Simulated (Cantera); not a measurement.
A perfectly stirred reactor is fed with CH₄ : O₂ : N₂ = 0.0091 : 0.0037 : 1 (molar parts), at 1500 Torr; it is held at 1475 K, and followed from long to short residence time.

Model: GRI-Mech 3.0 (53 species, 325 reactions), integrated in Cantera.

Q: What does this change do: pressure from 1500 Torr to 630 Torr?

A: 
| quantity | before | after |
|---|---|---|
| x(CH₄) at τ = 25.0 s | 0.00167 | 0.00168 |
| x(O₂) at τ = 25.0 s | 1.39e-5 | 2.08e-5 |
| x(CH₂CO) at τ = 25.0 s | 4.59e-7 | 7.44e-7 |
| x(CH₃) at τ = 25.0 s | 3.45e-6 | 5.87e-6 |
| x(NO) at τ = 25.0 s | 1.47e-9 | 3.66e-9 |
| x(CH₄) at τ = 0.150 s | 0.00494 | 0.00485 |
| x(O₂) at τ = 0.150 s | 0.00103 | 0.00122 |
| x(CH₂CO) at τ = 0.150 s | 8.87e-6 | 1.18e-5 |
| x(CH₃) at τ = 0.150 s | 2.55e-5 | 4.32e-5 |
| x(NO) at τ = 0.150 s | 4.34e-9 | 5.98e-9 |
